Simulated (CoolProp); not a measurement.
The fluid at 293.15 K and 0.207 MPa is compressed adiabatically to 0.366 MPa with isentropic efficiency 0.85. The same conditions are run with several fluids, on thermodynamics alone (safety and materials aside).

Computed with CoolProp (reference Helmholtz-energy equation of state of each fluid (propyne: Polt 1992; ammonia: Gao 2020; R152A: Outcalt 1996; C3F8 (R218): Lemmon 2006; ethylene: Smukala 2000)). The equations of Platzer and Polt are older, rougher fits.

```
fluid        work (kJ/kg)  final temperature (K)  final density (kg/m³)
-----------  ------------  ---------------------  ---------------------
propyne              40.6                  321.4                      …
ammonia               100                  340.8                   2.25
R152A                24.3                      …                   9.72
C3F8 (R218)          8.31                  305.4                   29.3
ethylene                …                  332.5                   3.77
```

Task: Some entries are withheld; supply them.

Result: 
- propyne, final density (kg/m³): 5.77
- R152A, final temperature (K): 319.0
- ethylene, work (kJ/kg): 60.7
